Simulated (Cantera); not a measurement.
What does this Cantera script print?

```python
import numpy as np
import cantera as ct

gas_names = [...]  # 83 gases of nasa_gas.yaml made of C, H, S
cond_names = """
    C(gr) C6H6(L) C7H8(L) C8H18(L),n-octa S(cr1) S(cr2) S(L)
""".split()


# ... load() reads the species with a 1 bar reference pressure and builds the phases ...
atoms = {
    'CS2': {'C': 1, 'S': 2},
    'H2': {'H': 2},
}
top_T = {'C(gr)': 4500}  # K; cautious upper limits of use, not melting points


# ... equilibrate(T, P, feed) seeds the gas with the atoms and calls Mixture.equilibrate('TP', solver="vcs", rtol=1e-11, max_steps=5000) ...
results = []
feed = {'CS2': 1, 'H2': 0.034}  # mol
P = 170  # Pa
for T in [950, 1100, 1250, 1400, 1550, 1700, 1850, 2000]:
    mix = equilibrate(T, P, feed)
    results.append((T, P, feed, dict(zip(mix.species_names, mix.species_moles))))
    x = sorted(zip(gas.X, gas.species_names), reverse=True)
    print(f"T = {T:g} K  P = {P:g} Pa  gas = {mix.phase_moles(0):.4g} mol")
    print("   x: " + "  ".join(f"{s} {v:.3e}" for v, s in x if v > 1e-05))
    print("   condensed (mol): " + ("  ".join(f"{mix.phase(i).name} {mix.phase_moles(i):.4g}"
          for i in range(1, mix.n_phases) if mix.phase_moles(i) > 1e-12) or "none"))
```

It prints:

```
T = 950 K  P = 170 Pa  gas = 1.021 mol
   x: CS2 8.622e-01  S2 1.045e-01  H2S 2.536e-02  H2 7.934e-03  SH 1.471e-05
   condensed (mol): C(gr) 0.1196
T = 1100 K  P = 170 Pa  gas = 1.027 mol
   x: CS2 8.452e-01  S2 1.216e-01  H2 1.912e-02  H2S 1.395e-02  SH 8.929e-05  CS 2.629e-05
   condensed (mol): C(gr) 0.132
T = 1250 K  P = 170 Pa  gas = 1.031 mol
   x: CS2 8.304e-01  S2 1.360e-01  H2 2.656e-02  H2S 6.269e-03  CS 4.631e-04  SH 2.957e-04  S 1.124e-05
   condensed (mol): C(gr) 0.1434
T = 1400 K  P = 170 Pa  gas = 1.035 mol
   x: CS2 8.144e-01  S2 1.479e-01  H2 2.963e-02  CS 4.362e-03  H2S 2.868e-03  SH 7.009e-04  S 1.095e-04  H 2.031e-05
   condensed (mol): C(gr) 0.1527
T = 1550 K  P = 170 Pa  gas = 1.047 mol
   x: CS2 7.849e-01  S2 1.550e-01  H2 3.031e-02  CS 2.615e-02  H2S 1.414e-03  SH 1.346e-03  S 6.815e-04  H 1.330e-04
   condensed (mol): C(gr) 0.1505
T = 1700 K  P = 170 Pa  gas = 1.095 mol
   x: CS2 7.057e-01  S2 1.496e-01  CS 1.093e-01  H2 2.895e-02  S 2.964e-03  SH 2.146e-03  H2S 7.131e-04  H 6.080e-04
   condensed (mol): C(gr) 0.1072
T = 1850 K  P = 170 Pa  gas = 1.222 mol
   x: CS2 5.224e-01  CS 2.959e-01  S2 1.413e-01  H2 2.495e-02  S 1.003e-02  SH 2.960e-03  H 2.064e-03  H2S 3.552e-04
   condensed (mol): none
T = 2000 K  P = 170 Pa  gas = 1.353 mol
   x: CS 4.319e-01  CS2 3.072e-01  S2 1.965e-01  S 3.420e-02  H2 1.990e-02  H 5.564e-03  SH 4.470e-03  H2S 2.147e-04
   condensed (mol): none
```

Equilibrium computed with Cantera from the NASA thermochemical tables; the gas is ideal and each condensed phase is pure. Gases not in the tables: S3 to S7.
